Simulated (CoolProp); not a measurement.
A single-stage vapour-compression cycle with the fluid: evaporating at 256.15 K (dew point), condensing at 285.15 K (bubble point), superheat 10 K, subcooling 8 K, compressor efficiency 0.9, no pressure losses. The same conditions are run with several fluids, on thermodynamics alone (safety and materials aside).

Computed with CoolProp (reference Helmholtz-energy equation of state of each fluid (R1336mzz(E): Akasaka 2023; n-perfluoropentane: Gao 2022; R227EA: Lemmon 2016; isobutene: Lemmon 2005; CH2F2 (R32): Tillner-Roth 1997; R507A: Lemmon 2003)). Blends and air are pseudo-pure fits.

| fluid | cooling COP | pressure ratio | discharge temperature (K) | refrigerating effect (kJ/kg) | volumetric capacity (kJ/m³) |
|---|---|---|---|---|---|
| R1336mzz(E) | 7.54 | 3.65 | 293.1 | 148 | 366 |
| n-perfluoropentane | 7.47 | 4.06 | 285.2 | 89.8 | 149 |
| R227EA | 7.45 | 3.04 | 290.5 | 117 | 920 |
| isobutene | 7.56 | 2.99 | 301.1 | 369 | 648 |
| CH2F2 (R32) | 7.06 | 2.59 | 327.0 | 314 | 3690 |
| R507A | 7.25 | 2.55 | 300.5 | 157 | 2700 |

The compression ends wet for: n-perfluoropentane.
